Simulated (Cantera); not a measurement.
Charge: 1 mol MgO, 0.1 mol SO3, 0.11 mol O2, equilibrated at 0.100 bar.

Cantera equilibrium calculation (NASA polynomials, part measured and part estimated; ideal gas, pure solids and liquids). Candidate condensed phases: Mg, MgO, MgS, MgSO4, S; 14 gas species. Mutual solubility and eutectic melting of coexisting phases are not modelled. Kinetics and transport are ignored.

Question: Which condensed phases are stable at each of these points (T (K)): 825, 900, 975, 1050, 1125, 1200, 1275, 1350, 1425, 1500, 1575?

Answer: 
| T (K) | condensed phases | Mg condensed (%) |
|---|---|---|
| 825 | MgO(s) + MgSO4(s) | 100.0 |
| 900 | MgO(s) + MgSO4(s) | 100.0 |
| 975 | MgO(s) + MgSO4(s) | 100.0 |
| 1050 | MgO(s) + MgSO4(s) | 100.0 |
| 1125 | MgO(s) + MgSO4(s) | 100.0 |
| 1200 | MgO(s) + MgSO4(s) | 100.0 |
| 1275 | MgO(s) | 100.0 |
| 1350 | MgO(s) | 100.0 |
| 1425 | MgO(s) | 100.0 |
| 1500 | MgO(s) | 100.0 |
| 1575 | MgO(s) | 100.0 |

From 825 K to 1200 K the condensed part is MgO(s) + MgSO4(s). From 1275 K to 1575 K the condensed part is MgO(s).
